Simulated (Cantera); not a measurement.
Feed: 1 mol S, 0.18 mol H2, equilibrated at 2700 °C and 0.000310 bar.

Cantera equilibrium calculation (NASA polynomials, part measured and part estimated; ideal gas, pure solids and liquids). Candidate condensed phases: S; 7 gas species. The numbers say what is thermodynamically allowed, not how fast it happens.

Base state: S 0.732, H 0.263, S2 0.00304, H2 0.00102, SH 0.000533 (mole fractions); condensed: gas only.

Question: What changes in the equilibrium state with this change: H2 from 0.18 to 0.098 mol?

Answer: 
```tsv
species	before	after
S	0.732	0.832
H	0.263	0.163
S2	0.00304	0.00393
H2	0.00102	0.000392
SH	0.000533	0.000376
```
